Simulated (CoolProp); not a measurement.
Vapour-liquid equilibrium of R22 (1) + dimethyl ether (2) at 0.762 MPa; x and y are mole fractions of (1).

The numbers come from the multi-fluid Helmholtz-energy mixture model, Kamei 1995 and Wu 2011; pair parameters Bell 2016 in CoolProp.

**Question.** Give the bubble temperature and the first vapour's composition at x = 0.2, 0.5, 0.8. Is there an azeotrope?

**Answer.** x = 0.2: 308.3 K, y = 0.195; x = 0.5: 305.6 K, y = 0.590; x = 0.8: 294.9 K, y = 0.917. y crosses x between x = 0.2 and 0.35: the model has an azeotrope there.

Pair parameters are fitted to limited data, so mixtures are less certain than the pure fluids.
